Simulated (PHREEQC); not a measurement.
1 kg of water holding 0.61 mmol/kgw Na2B4O7, 19 mmol/kgw KCl and 26 mmol/kgw NaCl is evaporated at 25 °C; the solids stay in contact with the brine. CO2 from the air is kept out. Solids allowed: Halite, Sylvite, Borax, Boric_acid,s, KB5O8:4H2O, K2B4O7:4H2O, NaBO2:4H2O, NaB5O8:5H2O, Teepleite. Others were left out.

Model: Pitzer model, pitzer.dat, run in PHREEQC.

| water left (kg) | ionic strength | water activity | Sylvite (mol) | Halite (mol) | Borax (mol) | Na in solution (mol/kgw) |
|---|---|---|---|---|---|---|
| 1 | 0.0462 | 0.998 | 0 | 0 | 0 | 0.0272 |
| 0.6755 | 0.0684 | 0.998 | 0 | 0 | 0 | 0.0403 |
| 0.4563 | 0.101 | 0.997 | 0 | 0 | 0 | 0.0597 |
| 0.2533 | 0.182 | 0.994 | 0 | 0 | 0 | 0.107 |
| 0.1711 | 0.270 | 0.991 | 0 | 0 | 0 | 0.159 |
| 0.1156 | 0.400 | 0.987 | 0 | 0 | 0 | 0.235 |
| 0.06418 | 0.720 | 0.976 | 0 | 0 | 0 | 0.424 |
| 0.04335 | 1.07 | 0.965 | 0 | 0 | 0 | 0.628 |
| 0.02931 | 1.58 | 0.948 | 0 | 0 | 0 | 0.929 |
| 0.0198 | 2.34 | 0.923 | 0 | 0 | 0 | 1.37 |
| 0.01339 | 3.47 | 0.883 | 0 | 0 | 0 | 2.03 |
| 0.007454 | 6.23 | 0.776 | 0 | 0 | 2.16e-5 | 3.65 |
| 0.005012 | 7.32 | 0.720 | 0.00844 | 0.000661 | 0.000279 | 5.19 |

Borax from water left = 0.007454 kg (pH 8.61); Sylvite from water left = 0.006105 kg (pH 8.54); Halite from water left = 0.005012 kg (pH 8.46).

Species that the database lacks are ignored.
